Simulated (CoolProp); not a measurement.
Values from CoolProp's reference Helmholtz-energy equation of state, Penoncello 2003.

Task: Give the vapour pressure (kPa), enthalpy of vaporisation (kJ/kg), liquid cp (kJ/(kg K)), vapour viscosity (µPa s) of saturated CHF3 (R23) at 232.4 K.

Result: 
```csv
T (K),p (kPa),enthalpy of vaporisation (kJ/kg),liquid cp (kJ/(kg K)),vapour viscosity (µPa s)
232.4,687,200,1.37,11.8
```

Viscosity comes from a separate model (Shan 2000).
